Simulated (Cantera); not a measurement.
Charge: 1 mol Al2O3, 4 mol N2, equilibrated at 2350 K and 1.10 bar.

Equilibrium computed with Cantera from the NASA thermochemical tables; the gas is ideal and each condensed phase is pure. Candidate condensed phases: Al, AlN, Al2O3; 16 gas species. Kinetics and transport are ignored.

Q: What is the equilibrium state?

A: 
```
Item                                  Value
--------------------------------  ---------
x(N2)                                 1.000
x(NO)                               5.20e-6
x(Al)                               3.19e-6
n(Al2O3(l))                       1.000 mol
gas amount                        4.000 mol
log10 activity of Al(l) (absent)      -4.41
```
